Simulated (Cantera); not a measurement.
What does this Cantera script print?

```python
import numpy as np
import cantera as ct

gas_names = """
    B BCL BCL2 BCL3 BH BH2 BH3 BO BOCL BO2 B2 B2O B2O2 B2O3 B3O3CL3 B3O3H3 CL CLO CL2 H HBO HBO2 HCL
    HOCL HO2 H2 H2O H2O2 H3B3O6 O OH O2 O3
""".split()
cond_names = """
    B(b) B(L) B2O3(L) B3O3H3(cr) H2O(s) H2O(L)
""".split()


def load(file, names, dense=False):
    # The tables refer to 1 bar. Condensed volumes are neglected.
    table = {s.name: s for s in ct.Species.list_from_file(file)}
    out = []
    for n in names:
        d = dict(table[n].input_data)
        d["thermo"] = dict(d["thermo"], **{"reference-pressure": 1e5})
        if dense:
            d["equation-of-state"] = {"model": "constant-volume", "density": "1e6 g/cm^3"}
        out.append(ct.Species.from_dict(d))
    return out


gas = ct.Solution(thermo="ideal-gas", species=load("nasa_gas.yaml", gas_names))
cond = {s.name: ct.Solution(thermo="fixed-stoichiometry", species=[s], name=s.name)
        for s in load("nasa_condensed.yaml", cond_names, dense=True)}
atoms = {
    'BCl3': {'B': 1, 'CL': 3},
    'O2': {'O': 2},
    'H2': {'H': 2},
    'H2O': {'H': 2, 'O': 1},
}
top_T = {}  # K; cautious upper limits of use, not melting points


def equilibrate(T, P, feed):
    n = {}
    for name, mol in feed.items():
        for a, k in atoms[name].items():
            n[a] = n.get(a, 0.0) + k * mol
    gas.TPX = T, P, n
    mass = sum(n.values()) * gas.mean_molecular_weight
    gas.equilibrate("TP")
    valid = [c for c in cond.values() if c.min_temp <= T <= top_T.get(c.name, c.max_temp)]
    mix = ct.Mixture([(gas, mass / gas.mean_molecular_weight)] + [(c, 0.0) for c in valid])
    mix.T, mix.P = T, P
    mix.equilibrate("TP", solver="vcs", rtol=1e-11, max_steps=5000)
    return mix


results = []
feed = {'BCl3': 1, 'O2': 1.2, 'H2': 99, 'H2O': 5}  # mol
T = 2150  # K
P = 14000  # Pa
mix = equilibrate(T, P, feed)
results.append((T, P, feed, dict(zip(mix.species_names, mix.species_moles))))
x = sorted(zip(gas.X, gas.species_names), reverse=True)
print(f"T = {T:g} K  P = {P:g} Pa  gas = {mix.phase_moles(0):.4g} mol")
print("   x: " + "  ".join(f"{s} {v:.3e}" for v, s in x if v > 0.001))
print("   condensed (mol): " + ("  ".join(f"{mix.phase(i).name} {mix.phase_moles(i):.4g}"
      for i in range(1, mix.n_phases) if mix.phase_moles(i) > 1e-12) or "none"))
```

Result:

```
T = 2150 K  P = 14000 Pa  gas = 106.6 mol
   x: H2 8.998e-01  H2O 5.213e-02  HCL 2.787e-02  H 1.069e-02  HBO2 7.663e-03  HBO 1.192e-03
   condensed (mol): none
```

Cantera equilibrium calculation (NASA polynomials, part measured and part estimated; ideal gas, pure solids and liquids). The tables' values for BOCl are old estimates; treat these amounts as uncertain.
